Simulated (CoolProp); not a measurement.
Carbonyl sulfide along the isobar 56.6 bar: Z from the reference equation and from simpler models built on Tc = 378.8 K, pc = 63.69 bar, ω = 0.098; each cubic takes its own stable root.

The numbers come from the reference Helmholtz-energy equation of state, Lemmon 2006 in CoolProp. It is a short technical equation, of lower accuracy than the large ones.

```json
[
 {"T (K)": "290.6", "phase": "liquid", "reference": "0.1369"},
 {"T (K)": "309.3", "phase": "liquid", "reference": "0.1355"},
 {"T (K)": "327.9", "phase": "liquid", "reference": "0.1362"},
 {"T (K)": "346.5", "phase": "liquid", "reference": "0.1403"},
 {"T (K)": "365.1", "phase": "liquid", "reference": "0.1536"},
 {"T (K)": "383.8", "phase": "gas", "reference": "0.5950"},
 {"T (K)": "402.4", "phase": "gas", "reference": "0.6889"},
 {"T (K)": "421", "phase": "gas", "reference": "0.7476"},
 {"T (K)": "439.6", "phase": "gas", "reference": "0.7899"},
 {"T (K)": "458.2", "phase": "gas", "reference": "0.8225"},
 {"T (K)": "476.9", "phase": "gas", "reference": "0.8485"},
 {"T (K)": "495.5", "phase": "gas", "reference": "0.8697"},
 {"T (K)": "514.1", "phase": "gas", "reference": "0.8872"}
]
```

How far does each simpler model (van der Waals, Redlich-Kwong, Peng-Robinson) lie from the reference over these 13 states: mean and median of the absolute difference, and the worst?


- van der Waals: mean 21.8 %, median 1.9 %, worst +57.4 % at 365.1 K and 56.6 bar
- Redlich-Kwong: mean 5.4 %, median 0.8 %, worst +21.2 % at 365.1 K and 56.6 bar
- Peng-Robinson: mean 3.0 %, median 2.8 %, worst +6.5 % at 365.1 K and 56.6 bar
